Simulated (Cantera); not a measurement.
What does this Cantera script print?

```python
import numpy as np
import cantera as ct

gas = ct.Solution("gri30.yaml")
gas.TPX = 500, 170000, {'CH4': 1, 'C2H6': 1.1, 'O2': 5.32, 'N2': 25.5}
flame = ct.FreeFlame(gas, width=0.028)
flame.set_refine_criteria(ratio=3, slope=0.08, curve=0.16)
flame.transport_model = "mixture-averaged"
flame.solve(loglevel=0, auto=True)
flame.transport_model = "multicomponent"
flame.soret_enabled = True
flame.solve(loglevel=0, refine_grid=True)
z, T = flame.grid, flame.T
thick = (T[-1] - T[0]) / np.gradient(T, z).max()
show = ['CH4', 'C2H6', 'O2', 'H', 'O', 'CH2O']
print(f"laminar burning velocity  {flame.velocity[0] * 100:.3f} cm/s")
print(f"burnt temperature         {T[-1]:.1f} K")
print(f"thermal thickness         {thick * 1e3:.4f} mm")
print(f"grid points               {len(z)}")
z0 = z[flame.heat_release_rate.argmax()]
print(f"{'z/mm':>9s}{'T/K':>9s}{'u/(m/s)':>9s}" + "".join(f"{s:>11s}" for s in show))
rows = []
for k in (-3, -2, -1.5, -1, -0.5, -0.25, 0, 0.25, 0.5, 1, 2, 4, 8):
    zz = z0 + k * thick
    rows.append([k * thick, np.interp(zz, z, T), np.interp(zz, z, flame.velocity),
                 *(np.interp(zz, z, flame.X[gas.species_index(s)]) for s in show)])
    print(f"{rows[-1][0] * 1e3:9.3f}{rows[-1][1]:9.1f}{rows[-1][2]:9.3f}" + "".join(f"{x:11.3e}" for x in rows[-1][3:]))
```

Result:

```
laminar burning velocity  55.643 cm/s
burnt temperature         2145.9 K
thermal thickness         0.2878 mm
grid points               145
     z/mm      T/K  u/(m/s)        CH4       C2H6         O2          H          O       CH2O
   -0.863    500.3    0.557  3.034e-02  3.339e-02  1.615e-01 -7.789e-16 -4.925e-14  1.410e-07
   -0.576    503.4    0.561  3.015e-02  3.335e-02  1.611e-01  3.025e-14  1.166e-13  2.710e-06
   -0.432    515.0    0.575  2.969e-02  3.327e-02  1.601e-01  1.268e-12  2.559e-13  1.639e-05
   -0.288    588.9    0.662  2.774e-02  3.245e-02  1.544e-01  2.701e-09  3.037e-10  1.523e-04
   -0.144    975.3    1.116  2.045e-02  2.253e-02  1.202e-01  1.309e-05  8.817e-07  1.216e-03
   -0.072   1355.3    1.575  1.305e-02  9.136e-03  8.222e-02  2.322e-04  2.828e-05  1.416e-03
    0.000   1713.1    2.014  3.929e-03  4.537e-04  4.065e-02  2.151e-03  4.250e-04  4.817e-04
    0.072   1860.0    2.184  3.016e-04  7.725e-07  1.818e-02  4.880e-03  1.442e-03  5.555e-05
    0.144   1906.4    2.230  1.112e-05  4.357e-10  1.089e-02  5.825e-03  1.794e-03  2.384e-06
    0.288   1957.3    2.278  2.220e-08  7.091e-15  7.136e-03  5.377e-03  1.527e-03  5.371e-09
    0.576   2013.8    2.336  9.601e-13  6.261e-16  4.915e-03  3.949e-03  1.014e-03  2.598e-10
    1.151   2067.0    2.391  2.836e-15 -7.984e-17  3.005e-03  2.497e-03  5.480e-04  2.096e-10
    2.303   2106.8    2.432  6.975e-17 -6.324e-17  1.525e-03  1.467e-03  2.468e-04  1.761e-10
```

Cantera simulation using GRI-Mech 3.0 (53 species, 325 reactions); the numbers are that mechanism's predictions, not measurements. Burning velocities carry a grid error of a few per cent, more on coarse grids.
